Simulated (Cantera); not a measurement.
Feed: 1 mol Si2Cl6, 7.3 mol NH3, equilibrated at 0.0300 bar.

Method: chemical equilibrium by Gibbs-energy minimisation in Cantera with the NASA 1993 tables (ideal gas, pure condensed phases). Candidate condensed phases: NH4Cl, Si, Si3N4; 28 gas species. The feed counts by its element totals alone. The tables' values for SiCl3, SiCl, SiN are old estimates; treat these amounts as uncertain. Gases not in the tables: Si2H6 and higher silanes. Rates play no part.

x: gas mole fraction; n: condensed amount in mol.

| T (°C) | x H2 | x HCl | x N2 | x SiCl2 | x H | x SiCl4 | n Si3N4(s) | n Si(l) |
|---|---|---|---|---|---|---|---|---|
| 1025 | 0.506 | 0.335 | 0.149 | 0.00132 | 4.40e-6 | 0.00667 | 0.614 | 0 |
| 1100 | 0.507 | 0.329 | 0.151 | 0.00475 | 1.37e-5 | 0.00525 | 0.597 | 0 |
| 1175 | 0.511 | 0.312 | 0.155 | 0.0136 | 3.80e-5 | 0.00354 | 0.551 | 0 |
| 1250 | 0.520 | 0.280 | 0.164 | 0.0300 | 9.62e-5 | 0.00188 | 0.464 | 0 |
| 1325 | 0.531 | 0.236 | 0.175 | 0.0520 | 0.000224 | 0.000770 | 0.346 | 0 |
| 1400 | 0.544 | 0.189 | 0.188 | 0.0749 | 0.000485 | 0.000263 | 0.219 | 0 |
| 1475 | 0.555 | 0.148 | 0.198 | 0.0951 | 0.000983 | 8.17e-5 | 0.102 | 0 |
| 1550 | 0.553 | 0.136 | 0.207 | 0.0998 | 0.00186 | 3.22e-5 | 0 | 0.205 |
| 1625 | 0.549 | 0.140 | 0.207 | 0.0975 | 0.00334 | 1.61e-5 | 0 | 0.239 |
| 1700 | 0.544 | 0.145 | 0.206 | 0.0949 | (withheld) | (withheld) | 0 | 0.262 |
| 1775 | 0.538 | 0.148 | 0.205 | 0.0920 | (withheld) | (withheld) | 0 | 0.263 |
| 1850 | 0.529 | 0.150 | 0.204 | 0.0887 | 0.0151 | 2.55e-6 | 0 | 0.224 |

Problem. What belongs in the gaps?

Solution. 
- 1775, x H: 0.00948
- 1775, x SiCl4: 4.56e-6
- 1700, x H: 0.00575
- 1700, x SiCl4: 8.39e-6
